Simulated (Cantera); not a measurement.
An isothermal, constant-pressure homogeneous reactor starts with NO : N2 = 1 : 6.9 (molar parts), at 2050 K and 100.0 Torr. Integrator tolerance rtol = 1e-08.

Model: GRI-Mech 3.0 (53 species, 325 reactions), integrated in Cantera.

Problem. What does this change do: pressure from 100.0 Torr to 1.00 bar?

Solution. 
```
quantity                                             before                                      after
----------------  -----------------------------------------  -----------------------------------------
x(NO) at 2.00 s      0.0871 (gas-phase equilibrium 0.00513)     0.0264 (gas-phase equilibrium 0.00514)
x(N2O) at 2.00 s    3.32e-6 (gas-phase equilibrium 1.14e-7)    5.98e-7 (gas-phase equilibrium 3.14e-7)
x(O) at 2.00 s    0.000395 (gas-phase equilibrium 0.000659)  0.000220 (gas-phase equilibrium 0.000241)
x(O2) at 2.00 s       0.0195 (gas-phase equilibrium 0.0604)      0.0500 (gas-phase equilibrium 0.0606)
x(NO2) at 2.00 s    1.57e-5 (gas-phase equilibrium 1.59e-6)    2.05e-5 (gas-phase equilibrium 4.38e-6)
x(N2) at 2.00 s         0.893 (gas-phase equilibrium 0.934)        0.923 (gas-phase equilibrium 0.934)
```
